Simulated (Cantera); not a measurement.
Abatement and gas-phase synthesis: H2O + O2 + N2

Input: 1 mol H2O, 0.024 mol O2, 3.9 mol N2, at 2.10 Torr.

Method: chemical equilibrium by Gibbs-energy minimisation in Cantera with the NASA 1993 tables (ideal gas, pure condensed phases). Candidate condensed phases: H2O; 24 gas species. Kinetics and transport are ignored.

From 2302 °C to 3202 °C nothing is condensed.

```
T (°C)   x N2    x H     x O      x H2     x H2O      x OH      x O2     x NO
------  -----  -----  ------  --------  --------  --------  --------  -------
2302    0.659  0.139  0.0575    0.0450    0.0413    0.0287    0.0215  0.00765
2377    0.634  0.175  0.0755    0.0390    0.0240    0.0262    0.0188  0.00792
2452    0.612  0.207  0.0931    0.0309    0.0124    0.0218    0.0151  0.00780
2527    0.595  0.233   0.108    0.0227   0.00583    0.0168    0.0112  0.00737
2602    0.583  0.252   0.121    0.0158   0.00256    0.0122   0.00776  0.00673
2677    0.575  0.264   0.129    0.0107   0.00108   0.00851   0.00518  0.00602
2752    0.570  0.273   0.135   0.00716  0.000452   0.00583   0.00338  0.00531
2827    0.566  0.278   0.140   0.00478  0.000191   0.00397   0.00219  0.00465
2902    0.564  0.281   0.143   0.00321   8.21e-5   0.00271   0.00143  0.00407
2977    0.563  0.283   0.144   0.00218   3.62e-5   0.00187  0.000935  0.00356
3052    0.562  0.285   0.146   0.00150   1.64e-5   0.00130  0.000621  0.00313
3127    0.561  0.286   0.147   0.00104   7.67e-6  0.000913  0.000417  0.00275
3202    0.560  0.286   0.147  0.000737   3.69e-6  0.000650  0.000284  0.00243
```
x: gas mole fraction; nothing condenses.
